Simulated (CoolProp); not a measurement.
Ethanol along the isotherm 248.25 °C: fugacity coefficient from the reference equation and from simpler models built on Tc = 241.6 °C, pc = 6.268 MPa, ω = 0.644; each cubic takes its own stable root.

Model: reference Helmholtz-energy equation of state, Schroeder 2014, in CoolProp.

```
p (MPa)          phase  reference  Redlich-Kwong  Soave-Redlich-Kwong  Peng-Robinson
-------  -------------  ---------  -------------  -------------------  -------------
0.723              gas     0.9679         0.9624               0.9630         0.9588
1.45               gas     0.9358         0.9251               0.9262         0.9182
2.17               gas     0.9039         0.8886               0.8903         0.8789
2.89               gas     0.8720         0.8525               0.8548         0.8403
3.62               gas     0.8393         0.8161               0.8190         0.8019
4.34               gas     0.8067         0.7802               0.7838         0.7644
5.06               gas     0.7733         0.7442               0.7485         0.7272
5.79               gas     0.7379         0.7069               0.7121         0.6894
6.51     supercritical     0.7000         0.6680               0.6749         0.6511
7.23     supercritical     0.6537         0.6229               0.6333         0.6093
7.96     supercritical     0.6062         0.5813               0.5922         0.5684
8.68     supercritical     0.5662         0.5464               0.5572         0.5336
9.4      supercritical     0.5320         0.5164               0.5271         0.5037
```
